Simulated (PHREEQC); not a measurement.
A column of 0.5 m (40 cells, dispersivity 0.025 m, 3600 s a shift, diffusion coefficient 3e-10 m²/s) holds 0.0019 eq of the database's cation exchanger X per kg of pore water, first in equilibrium with 0.0038 mol CaCl2, 0.022 mol Na2SO4 and 1e-05 mol HCl per kg of water. It is flushed with 0.0024 mol KCl and 1e-05 mol HCl per kg of water, at 40 °C. Values are for the last cell. CO2 from the air is kept out. Precipitation was switched off in this run.

The series has 33 steps of pore volumes, from 0 to 4.013.

The numbers come from PHREEQC with the ion-association model, phreeqc.dat.

Task: After how many pore volumes does K at the outlet first reach half of its feed value?

Result: By 1.1 pore volumes.

Complexes and solids missing from the database can't appear. Away from 25 °C the constants follow the database's enthalpies or fits; those with neither stay at their 25 °C values.
